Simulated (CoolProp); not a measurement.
Vapour-liquid equilibrium of R125 (1) + R152A (2) at 0.024 MPa; x and y are mole fractions of (1).

Computed with CoolProp (multi-fluid Helmholtz-energy mixture model, Lemmon 2005 and Outcalt 1996; pair parameters Bell 2016).

```tsv
x	bubble temperature, mixture model (°C)	bubble temperature, Raoult's law (°C)	y, mixture model	y, Raoult's law
0.05	-54.4	-54.3	0.159	0.154
0.15	-57.8	-57.7	(withheld)	0.386
0.25	-60.4	-60.6	0.533	0.548
0.35	-62.7	-63.0	0.647	0.666
0.45	-64.7	-65.2	(withheld)	0.755
0.55	-66.5	-67.1	0.811	0.824
0.65	-68.3	-68.8	0.872	0.878
0.75	(withheld)	-70.3	0.921	0.922
0.85	-71.5	-71.7	0.959	0.958
0.95	-72.9	-72.9	0.989	0.987
```

Q: Complete the blanks.

A: 
- 0.15, y, mixture model: 0.381
- 0.45, y, mixture model: 0.737
- 0.75, bubble temperature, mixture model (°C): -69.9

The largest gap from Raoult's law is +0.6 K in bubble temperature, at x = 0.55. No azeotrope shows between x = 0.05 and 0.95.

The pair parameters rest on a limited set of measurements; away from them the model extrapolates. The gap from Raoult's law changes sign with composition, which may be real or a fault of the pair parameters; it wasn't checked against measurements.
